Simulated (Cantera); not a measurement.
An isothermal, constant-pressure homogeneous reactor starts with C₂H₆ : N₂ = 1 : 48 (molar parts), at 1600 K and 0.0100 bar.

Detailed kinetics in Cantera: GRI-Mech 3.0 (53 species, 325 reactions). GRI-Mech 3.0 stops at C3 and has no aromatics, soot or wall deposition, so with more carbon than oxygen in the feed, carbon stays in small species such as C2H2 where larger ones or solid carbon would form. Radical loss at walls, strong at low pressure, is not modelled.

x: mole fraction; the columns are a selection and need not sum to one.

```
t (s)      x C₂H₆     x H₂     x CH₄    x C₂H     x HCN       x H     x CH₃
--------  -------  -------  --------  -------  --------  --------  --------
3.00e-5    0.0203  3.63e-8   4.21e-7   <1e-12    <1e-12   1.46e-7  0.000212
0.000175   0.0198  7.29e-6   1.40e-5   <1e-12  5.03e-12   7.11e-6   0.00120
0.00102    0.0152  0.00176  0.000415  6.37e-9   2.76e-7  0.000248   0.00545
0.00594       [?]      [?]       [?]      [?]       [?]       [?]       [?]
0.0346    4.36e-6   0.0323   0.00368  3.65e-7   1.23e-5  0.000212  0.000458
0.202     7.32e-7   0.0346   0.00297  1.68e-7   1.33e-5   9.58e-5  0.000162
1.18      1.78e-7   0.0359   0.00219  1.06e-7   1.39e-5   6.13e-5   7.51e-5
6.86          [?]   0.0378       [?]      [?]       [?]       [?]       [?]
40.0      1.19e-9   0.0390  0.000125  1.71e-7   2.04e-5  0.000102   6.63e-6
```

Task: Some entries are withheld; supply them.

Result: 
- 0.00594, x C₂H₆: 0.000408
- 0.00594, x H₂: 0.0208
- 0.00594, x CH₄: 0.00414
- 0.00594, x C₂H: 8.66e-7
- 0.00594, x HCN: 7.72e-6
- 0.00594, x H: 0.000723
- 0.00594, x CH₃: 0.00328
- 6.86, x C₂H₆: 3.92e-8
- 6.86, x CH₄: 0.000912
- 6.86, x C₂H: 1.26e-7
- 6.86, x HCN: 1.55e-5
- 6.86, x H: 7.41e-5
- 6.86, x CH₃: 3.61e-5
